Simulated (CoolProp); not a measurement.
Values from CoolProp's reference Helmholtz-energy equation of state, Span 2000.

**Question.** For nitrogen, give the phase and the viscosity (µPa s), Prandtl number at 670 K and 0.281 MPa; 107 K and 0.0188 MPa; 958.3 K and 0.136 MPa.

**Answer.** 
- 670 K and 0.281 MPa: gas; viscosity 31.9, Prandtl number 0.714
- 107 K and 0.0188 MPa: gas; viscosity 7.37, Prandtl number 0.772
- 958.3 K and 0.136 MPa: gas; viscosity 40.4, Prandtl number 0.739

Viscosity comes from a separate model (Lemmon 2004). Thermal conductivity comes from a separate model (Lemmon 2004).
